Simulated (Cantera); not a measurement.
A Cantera script and what it prints.

```python
import numpy as np
import cantera as ct

gas_names = """
    H HI HO2 H2 H2O H2O2 I I2 O OH O2 O3
""".split()
cond_names = """
    H2O(s) H2O(L) I2(cr) I2(L)
""".split()


def load(file, names, dense=False):
    # The tables refer to 1 bar. Condensed volumes are neglected.
    table = {s.name: s for s in ct.Species.list_from_file(file)}
    out = []
    for n in names:
        d = dict(table[n].input_data)
        d["thermo"] = dict(d["thermo"], **{"reference-pressure": 1e5})
        if dense:
            d["equation-of-state"] = {"model": "constant-volume", "density": "1e6 g/cm^3"}
        out.append(ct.Species.from_dict(d))
    return out


gas = ct.Solution(thermo="ideal-gas", species=load("nasa_gas.yaml", gas_names))
cond = {s.name: ct.Solution(thermo="fixed-stoichiometry", species=[s], name=s.name)
        for s in load("nasa_condensed.yaml", cond_names, dense=True)}
atoms = {
    'HI': {'H': 1, 'I': 1},
    'O2': {'O': 2},
}
top_T = {}  # K; cautious upper limits of use, not melting points


def equilibrate(T, P, feed):
    n = {}
    for name, mol in feed.items():
        for a, k in atoms[name].items():
            n[a] = n.get(a, 0.0) + k * mol
    gas.TPX = T, P, n
    mass = sum(n.values()) * gas.mean_molecular_weight
    gas.equilibrate("TP")
    valid = [c for c in cond.values() if c.min_temp <= T <= top_T.get(c.name, c.max_temp)]
    mix = ct.Mixture([(gas, mass / gas.mean_molecular_weight)] + [(c, 0.0) for c in valid])
    mix.T, mix.P = T, P
    mix.equilibrate("TP", solver="vcs", rtol=1e-11, max_steps=5000)
    return mix


results = []
feed = {'HI': 1, 'O2': 0.45}  # mol
P = 280000  # Pa
for T in [2650, 2700, 2750, 2800, 2850, 2900, 2950, 3000, 3050, 3100, 3150, 3200, 3250, 3300]:
    mix = equilibrate(T, P, feed)
    results.append((T, P, feed, dict(zip(mix.species_names, mix.species_moles))))

top = {s: max(r[3][s] / sum(r[3][g] for g in gas_names) for r in results) for s in gas_names}
cols = sorted((s for s in top if top[s] > 1e-06), key=lambda s: -top[s])[:7]
seen = [c for c in cond_names if any(r[3].get(c, 0) > 1e-12 for r in results)]
print("log10 of partial pressures in bar; condensed amounts in mol")
print(f"{'T/K':>10s}" + "".join(f"{s[:9]:>10s}" for s in cols + seen))
for T, P, feed, n in results:
    ng = sum(n[g] for g in gas_names)
    print(f"{T:10.4g}" + "".join(f"{np.log10(max(n[s] / ng * P / 1e5, 1e-99)):10.3f}" for s in cols)
          + "".join(f"{n.get(c, 0):10.4g}" for c in seen))
```

It prints:

```
log10 of partial pressures in bar; condensed amounts in mol
       T/K         I       H2O        O2        OH         O         H        H2
      2650     0.200    -0.126    -0.496    -1.166    -1.784    -2.232    -1.806
      2700     0.199    -0.133    -0.500    -1.111    -1.692    -2.105    -1.719
      2750     0.198    -0.141    -0.504    -1.059    -1.604    -1.983    -1.637
      2800     0.197    -0.150    -0.509    -1.010    -1.519    -1.866    -1.558
      2850     0.195    -0.161    -0.514    -0.963    -1.438    -1.754    -1.483
      2900     0.193    -0.172    -0.519    -0.919    -1.360    -1.646    -1.413
      2950     0.190    -0.185    -0.525    -0.878    -1.284    -1.542    -1.346
      3000     0.188    -0.200    -0.531    -0.839    -1.212    -1.443    -1.283
      3050     0.185    -0.217    -0.539    -0.803    -1.142    -1.348    -1.224
      3100     0.181    -0.236    -0.546    -0.770    -1.075    -1.257    -1.170
      3150     0.177    -0.257    -0.555    -0.739    -1.010    -1.171    -1.119
      3200     0.173    -0.280    -0.564    -0.711    -0.948    -1.088    -1.073
      3250     0.169    -0.306    -0.574    -0.686    -0.889    -1.009    -1.031
      3300     0.164    -0.335    -0.585    -0.664    -0.832    -0.934    -0.993
```

These are equilibrium values from Cantera (NASA tables, ideal gas, pure condensed phases), not measurements of a reactor.
